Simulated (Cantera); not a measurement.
Charge: 1 mol CCl4, 2.6 mol F2, 0.17 mol H2, held at 3573 K and 7.50 Torr.

Cantera equilibrium calculation (NASA polynomials, part measured and part estimated; ideal gas, pure solids and liquids). Candidate condensed phases: C, C6H6, C7H8, C8H18; 118 gas species. The tables' values for CCl are old estimates; treat these amounts as uncertain. Kinetics and transport are ignored.

Base state: F 0.488, Cl 0.398, C 0.0519, H 0.0199, CF 0.0160, HF 0.0136, C2 0.00651, C3 0.00609 (mole fractions); condensed: gas only.

**Question.** What changes in the equilibrium state with this change: F2 from 2.6 to 0.029 mol?

**Answer.** 
| species | before | after |
|---|---|---|
| Cl | 0.398 | 0.794 |
| C | 0.0519 | 0.0844 |
| H | 0.0199 | 0.0647 |
| F | 0.488 | 0.0101 |
| CF | 0.0160 | 0.000538 |
| HF | 0.0136 | 0.000913 |
| C3 | 0.00609 | 0.0262 |
| C2 | 0.00651 | 0.0172 |
| CF2 | 0.000140 | 9.77e-8 |
| C5 | 5.39e-6 | 6.12e-5 |
| H2 | 8.25e-6 | 8.69e-5 |
| C2H | 1.90e-5 | 0.000163 |
| C4 | 8.77e-6 | 6.13e-5 |
